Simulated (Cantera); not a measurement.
A closed system holds: 1 mol H₂S, 1 mol H₂O, 3.2 mol O₂, at 1550 °C and 101000 Pa.

These are equilibrium values from Cantera (NASA tables, ideal gas, pure condensed phases), not measurements of a reactor. Candidate condensed phases: H₂O, H₂SO₄, S; 19 gas species. Kinetics and transport are ignored.

Base state: H₂O 0.425, O₂ 0.361, SO₂ 0.212, OH 0.00186, SO₃ 0.00124, O 9.00e-5, H₂ 4.67e-5 (mole fractions); condensed: gas only.

**Question.** What changes in the equilibrium state with this change: pressure from 101000 Pa to 1700000 Pa?

**Answer.** 
```
species   before     after
-------  -------  --------
H₂O        0.425     0.426
O₂         0.361     0.360
SO₂        0.212     0.208
SO₃      0.00124   0.00500
O        9.00e-5   2.19e-5
H₂       4.67e-5   1.15e-5
OH       0.00186  0.000920
```
